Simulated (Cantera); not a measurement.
A Cantera script and what it prints.

```python
import numpy as np
import cantera as ct

gas_names = """
    Fe FeO O O2 O3 S SO SO2 SO3 S2 S2O S8
""".split()
cond_names = """
    Fe(a) Fe(c) Fe(d) Fe(L) FeO(s) FeO(L) FeS(a) FeS(b) FeS(c) FeS(L) FeSO4(s) FeS2(s) Fe2O3(s)
    Fe2S3O12(s) Fe3O4(s) S(cr1) S(cr2) S(L)
""".split()


def load(file, names, dense=False):
    # The tables refer to 1 bar. Condensed volumes are neglected.
    table = {s.name: s for s in ct.Species.list_from_file(file)}
    out = []
    for n in names:
        d = dict(table[n].input_data)
        d["thermo"] = dict(d["thermo"], **{"reference-pressure": 1e5})
        if dense:
            d["equation-of-state"] = {"model": "constant-volume", "density": "1e6 g/cm^3"}
        out.append(ct.Species.from_dict(d))
    return out


gas = ct.Solution(thermo="ideal-gas", species=load("nasa_gas.yaml", gas_names))
cond = {s.name: ct.Solution(thermo="fixed-stoichiometry", species=[s], name=s.name)
        for s in load("nasa_condensed.yaml", cond_names, dense=True)}
atoms = {
    'FeS': {'Fe': 1, 'S': 1},
    'SO3': {'S': 1, 'O': 3},
    'O2': {'O': 2},
}
top_T = {'FeSO4(s)': 950, 'FeS2(s)': 1010, 'Fe2O3(s)': 1830, 'Fe2S3O12(s)': 1100, 'Fe3O4(s)': 1870}  # K; cautious upper limits of use, not melting points


def equilibrate(T, P, feed):
    n = {}
    for name, mol in feed.items():
        for a, k in atoms[name].items():
            n[a] = n.get(a, 0.0) + k * mol
    gas.TPX = T, P, n
    mass = sum(n.values()) * gas.mean_molecular_weight
    gas.equilibrate("TP")
    valid = [c for c in cond.values() if c.min_temp <= T <= top_T.get(c.name, c.max_temp)]
    mix = ct.Mixture([(gas, mass / gas.mean_molecular_weight)] + [(c, 0.0) for c in valid])
    mix.T, mix.P = T, P
    mix.equilibrate("TP", solver="vcs", rtol=1e-11, max_steps=5000)
    return mix


results = []
feed = {'FeS': 1, 'SO3': 0.26, 'O2': 0.31}  # mol
T = 898.15  # K
P = 11000  # Pa
mix = equilibrate(T, P, feed)
results.append((T, P, feed, dict(zip(mix.species_names, mix.species_moles))))
x = sorted(zip(gas.X, gas.species_names), reverse=True)
print(f"T = {T:g} K  P = {P:g} Pa  gas = {mix.phase_moles(0):.4g} mol")
print("   x: " + "  ".join(f"{s} {v:.3e}" for v, s in x if v > 0.0001))
print("   condensed (mol): " + ("  ".join(f"{mix.phase(i).name} {mix.phase_moles(i):.4g}"
      for i in range(1, mix.n_phases) if mix.phase_moles(i) > 1e-12) or "none"))
```

Output:

```
T = 898.15 K  P = 11000 Pa  gas = 0.5262 mol
   x: SO2 9.761e-01  S2 2.191e-02  S2O 1.991e-03
   condensed (mol): FeS(c) 0.7212  Fe3O4(s) 0.09293
```

Cantera equilibrium calculation (NASA polynomials, part measured and part estimated; ideal gas, pure solids and liquids). FeS: taken at fixed stoichiometry. Gases not in the tables: S3 to S7.
